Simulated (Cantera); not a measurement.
A Cantera script and what it prints.

```python
import numpy as np
import cantera as ct

gas_names = """
    Fe FeO Fe(OH)2 H HNO HNO2 HNO3 HO2 H2 H2O H2O2 N NH NH2 NH3 NH2OH NO NO2 NO3 N2 N2H2 N2H4 N2O O OH
    O2 O3
""".split()
cond_names = """
    Fe(a) Fe(c) Fe(d) Fe(L) FeO(s) FeO(L) Fe(OH)2(s) Fe(OH)3(s) Fe2O3(s) Fe3O4(s) H2O(s) H2O(L)
""".split()


# ... load() reads the species with a 1 bar reference pressure and builds the phases ...
atoms = {
    'Fe': {'Fe': 1},
    'NH3': {'N': 1, 'H': 3},
    'N2': {'N': 2},
    'O2': {'O': 2},
}
top_T = {'Fe2O3(s)': 1830, 'Fe3O4(s)': 1870}  # K; cautious upper limits of use, not melting points


# ... equilibrate(T, P, feed) seeds the gas with the atoms and calls Mixture.equilibrate('TP', solver="vcs", rtol=1e-11, max_steps=5000) ...
results = []
feed = {'Fe': 1, 'NH3': 1.9, 'N2': 270, 'O2': 0.87}  # mol
T = 1575  # K
P = 101325  # Pa
mix = equilibrate(T, P, feed)
results.append((T, P, feed, dict(zip(mix.species_names, mix.species_moles))))
x = sorted(zip(gas.X, gas.species_names), reverse=True)
print(f"T = {T:g} K  P = {P:g} Pa  gas = {mix.phase_moles(0):.4g} mol")
print("   x: " + "  ".join(f"{s} {v:.3e}" for v, s in x if v > 1e-05))
print("   condensed (mol): " + ("  ".join(f"{mix.phase(i).name} {mix.phase_moles(i):.4g}"
      for i in range(1, mix.n_phases) if mix.phase_moles(i) > 1e-12) or "none"))
```

Result:

```
T = 1575 K  P = 101325 Pa  gas = 273.8 mol
   x: N2 9.896e-01  H2 7.185e-03  H2O 3.222e-03
   condensed (mol): Fe(c) 0.1421  FeO(s) 0.8577
```

Equilibrium computed with Cantera from the NASA thermochemical tables; the gas is ideal and each condensed phase is pure. Mutual solubility and eutectic melting of coexisting phases are not modelled. The tables' stoichiometric FeO is somewhat more stable than real wüstite, so its field is too wide. FeO: taken at fixed stoichiometry.
